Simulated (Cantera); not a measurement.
A freely propagating, adiabatic, planar premixed flame of H₂ : O₂ : N₂ : H₂O = 1 : 0.238 : 0.895 : 0.021 (molar parts), unburnt at 600 K and 0.580 bar; mixture-averaged transport, grid criteria slope 0.08 and curve 0.16, no radiation.

Computed with Cantera and the H2/O2 subset of GRI-Mech 3.0, which has no nitrogen chemistry. Burning velocities carry a grid error of a few per cent, more on coarse grids.

x: mole fraction of selected species; z is measured from the peak of heat release.

```
z (mm)  T (K)  u (m/s)   x H₂      x O₂       x H   x H₂O₂     x OH       x O
------  -----  -------  -----  --------  --------  -------  -------  --------
-2.75     600     8.40  0.464     0.110     <1e-8    <1e-8    <1e-8     <1e-8
-1.84     600     8.40  0.464     0.110     <1e-8    <1e-8    <1e-8     <1e-8
-1.38     600     8.40  0.464     0.110     <1e-8    <1e-8    <1e-8     <1e-8
-0.918    600     8.40  0.464     0.110   1.90e-7    <1e-8    <1e-8     <1e-8
-0.459    619     8.64  0.461     0.110  0.000436  2.04e-6        …   1.32e-5
-0.229    804     11.0  0.432     0.105    0.0102  3.66e-6        …  0.000297
0        1189     15.9  0.322    0.0655    0.0603  1.01e-6        …   0.00341
0.229    1450     19.2  0.228    0.0130     0.100  6.07e-7  0.00369   0.00320
0.459    1556     20.5  0.213   0.00220     0.101  4.09e-7        …   0.00183
0.918    1663     21.7  0.220  0.000759    0.0879  2.98e-7  0.00448   0.00146
1.84     1779     23.0  0.230  0.000542    0.0715  1.86e-7  0.00475   0.00115
3.67     1899     24.4  0.240  0.000352    0.0545  1.01e-7  0.00458  0.000782
7.34     2007     25.5  0.249  0.000196    0.0390  5.13e-8        …  0.000451
```

### Question
Complete the blanks.

### Answer

- -0.459, x OH: 6.38e-5
- -0.229, x OH: 0.000462
- 0, x OH: 0.00208
- 0.459, x OH: 0.00400
- 7.34, x OH: 0.00395
